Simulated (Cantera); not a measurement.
Feed: 1 mol B, 4.9 mol H2O, 7.1 mol N2, held at 1725 K and 13.3 mbar.

Equilibrium computed with Cantera from the NASA thermochemical tables; the gas is ideal and each condensed phase is pure. Candidate condensed phases: B, BN, B2O3, B3O3H3, H2O; 39 gas species. Kinetics and transport are ignored.

Base state: N2 0.568, H2O 0.234, H2 0.120, HBO2 0.0767, B2O3 0.00159, H 0.000556, HBO 7.21e-5, OH 5.98e-5 (mole fractions); condensed: gas only.

**Question.** What changes in the equilibrium state with this change: temperature from 1725 K to 2223 K?

**Answer.** 
```
species    before     after
-------  --------  --------
N2          0.568     0.559
H2O         0.234     0.225
H2          0.120     0.114
H        0.000556    0.0187
HBO2       0.0767    0.0695
O         2.21e-7  0.000610
O2        1.93e-7  0.000507
NO        2.59e-6  0.000551
BO        6.51e-6  0.000767
```

**Question.** What changes in the equilibrium state with this change: temperature from 1725 K to 923.15 K?

**Answer.** 
| species | before | after |
|---|---|---|
| N2 | 0.568 | 0.592 |
| H2O | 0.234 | 0.282 |
| H2 | 0.120 | 0.125 |
| HBO2 | 0.0767 | 2.09e-5 |
| (HBO2)3 | 9.13e-8 | 0.000730 |
| B2O3 | 0.00159 | <1e-9 |
| H | 0.000556 | <1e-9 |
| HBO | 7.21e-5 | <1e-9 |
| B2O3(l), mol | 0 | 0.487 |
Gases not in the tables: H3BO3.

**Question.** What changes in the equilibrium state with this change: H2O from 4.9 to 0.3 mol?

**Answer.** 
| species | before | after |
|---|---|---|
| N2 | 0.568 | 0.942 |
| H2 | 0.120 | 0.0385 |
| B2O3 | 0.00159 | 0.00897 |
| H2O | 0.234 | 2.98e-5 |
| HBO2 | 0.0767 | 0.00206 |
| B2O2 | 1.91e-7 | 0.00271 |
| OH | 5.98e-5 | 1.35e-8 |
| BN(s), mol | 0 | 0.779 |
